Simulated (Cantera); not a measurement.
What does this Cantera script print?

```python
import numpy as np
import cantera as ct

gas_names = """
    AL ALCL ALCL2 ALCL3 ALH AL2 AL2CL6 CL CL2 H HCL H2
""".split()
cond_names = """
    AL(cr) AL(L) ALCL3(s) ALCL3(L)
""".split()


def load(file, names, dense=False):
    # The tables refer to 1 bar. Condensed volumes are neglected.
    table = {s.name: s for s in ct.Species.list_from_file(file)}
    out = []
    for n in names:
        d = dict(table[n].input_data)
        d["thermo"] = dict(d["thermo"], **{"reference-pressure": 1e5})
        if dense:
            d["equation-of-state"] = {"model": "constant-volume", "density": "1e6 g/cm^3"}
        out.append(ct.Species.from_dict(d))
    return out


gas = ct.Solution(thermo="ideal-gas", species=load("nasa_gas.yaml", gas_names))
cond = {s.name: ct.Solution(thermo="fixed-stoichiometry", species=[s], name=s.name)
        for s in load("nasa_condensed.yaml", cond_names, dense=True)}
atoms = {
    'Al': {'AL': 1},
    'HCl': {'H': 1, 'CL': 1},
    'H2': {'H': 2},
}
top_T = {}  # K; cautious upper limits of use, not melting points


def equilibrate(T, P, feed):
    n = {}
    for name, mol in feed.items():
        for a, k in atoms[name].items():
            n[a] = n.get(a, 0.0) + k * mol
    gas.TPX = T, P, n
    mass = sum(n.values()) * gas.mean_molecular_weight
    gas.equilibrate("TP")
    valid = [c for c in cond.values() if c.min_temp <= T <= top_T.get(c.name, c.max_temp)]
    mix = ct.Mixture([(gas, mass / gas.mean_molecular_weight)] + [(c, 0.0) for c in valid])
    mix.T, mix.P = T, P
    mix.equilibrate("TP", solver="gibbs", rtol=1e-10, max_steps=50000)
    return mix


results = []
P = 10000  # Pa
for T in [1150, 1250, 1350, 1450, 1550, 1650, 1750, 1850, 1950]:
    for m in [2.1, 3.4, 5.7, 9.4, 16, 26, 43, 71, 120, 190, 320, 530]:
        feed = {'Al': 1, 'HCl': 1.3, 'H2': m}  # mol
        mix = equilibrate(T, P, feed)
        results.append((T, P, feed, dict(zip(mix.species_names, mix.species_moles))))

for T, P, feed, n in results:
    print(f"{T:7g} {feed['H2']:10.4g}  " + (" + ".join(c for c in cond_names if n.get(c, 0) > 1e-12) or "gas only"))
```

It prints:

```
   1150        2.1  AL(L)
   1150        3.4  AL(L)
   1150        5.7  AL(L)
   1150        9.4  AL(L)
   1150         16  AL(L)
   1150         26  gas only
   1150         43  gas only
   1150         71  gas only
   1150        120  gas only
   1150        190  gas only
   1150        320  gas only
   1150        530  gas only
   1250        2.1  AL(L)
   1250        3.4  AL(L)
   1250        5.7  gas only
   1250        9.4  gas only
   1250         16  gas only
   1250         26  gas only
   1250         43  gas only
   1250         71  gas only
   1250        120  gas only
   1250        190  gas only
   1250        320  gas only
   1250        530  gas only
   1350        2.1  gas only
   1350        3.4  gas only
   1350        5.7  gas only
   1350        9.4  gas only
   1350         16  gas only
   1350         26  gas only
   1350         43  gas only
   1350         71  gas only
   1350        120  gas only
   1350        190  gas only
   1350        320  gas only
   1350        530  gas only
   1450        2.1  gas only
   1450        3.4  gas only
   1450        5.7  gas only
   1450        9.4  gas only
   1450         16  gas only
   1450         26  gas only
   1450         43  gas only
   1450         71  gas only
   1450        120  gas only
   1450        190  gas only
   1450        320  gas only
   1450        530  gas only
   1550        2.1  gas only
   1550        3.4  gas only
   1550        5.7  gas only
   1550        9.4  gas only
   1550         16  gas only
   1550         26  gas only
   1550         43  gas only
   1550         71  gas only
   1550        120  gas only
   1550        190  gas only
   1550        320  gas only
   1550        530  gas only
   1650        2.1  gas only
   1650        3.4  gas only
   1650        5.7  gas only
   1650        9.4  gas only
   1650         16  gas only
   1650         26  gas only
   1650         43  gas only
   1650         71  gas only
   1650        120  gas only
   1650        190  gas only
   1650        320  gas only
   1650        530  gas only
   1750        2.1  gas only
   1750        3.4  gas only
   1750        5.7  gas only
   1750        9.4  gas only
   1750         16  gas only
   1750         26  gas only
   1750         43  gas only
   1750         71  gas only
   1750        120  gas only
   1750        190  gas only
   1750        320  gas only
   1750        530  gas only
   1850        2.1  gas only
   1850        3.4  gas only
   1850        5.7  gas only
   1850        9.4  gas only
   1850         16  gas only
   1850         26  gas only
   1850         43  gas only
   1850         71  gas only
   1850        120  gas only
   1850        190  gas only
   1850        320  gas only
   1850        530  gas only
   1950        2.1  gas only
   1950        3.4  gas only
   1950        5.7  gas only
   1950        9.4  gas only
   1950         16  gas only
   1950         26  gas only
   1950         43  gas only
   1950         71  gas only
   1950        120  gas only
   1950        190  gas only
   1950        320  gas only
   1950        530  gas only
```

Equilibrium computed with Cantera from the NASA thermochemical tables; the gas is ideal and each condensed phase is pure. The tables' values for AlCl2 are old estimates.
